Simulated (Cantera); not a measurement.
Feed: 1 mol SiHCl₃, 2.1 mol HCl, 25 mol N₂, 0.035 mol Cl₂, equilibrated at 650 °C and 0.970 bar.

Method: chemical equilibrium by Gibbs-energy minimisation in Cantera with the NASA 1993 tables (ideal gas, pure condensed phases). Candidate condensed phases: NH₄Cl, Si, Si₃N₄; 28 gas species. N₂ is the only nitrogen source here; it is nearly inert below about 1500 K, so the nitride shown seldom forms there in practice. The numbers say what is thermodynamically allowed, not how fast it happens.

Base state: N₂ 0.882, HCl 0.0703, SiCl₄ 0.0282, H₂ 0.0198, SiHCl₃ 2.84e-5 (mole fractions); condensed: Si₃N₄(s).

Q: What changes in the equilibrium state with this change: HCl from 2.1 to 0.029 mol?

A: 
| species | before | after |
|---|---|---|
| N₂ | 0.882 | 0.943 |
| HCl | 0.0703 | 0.0308 |
| SiCl₄ | 0.0282 | 0.0219 |
| H₂ | 0.0198 | 0.00423 |
| SiHCl₃ | 2.84e-5 | 1.07e-5 |
| Si₃N₄(s), mol | 0.0676 | 0.142 |
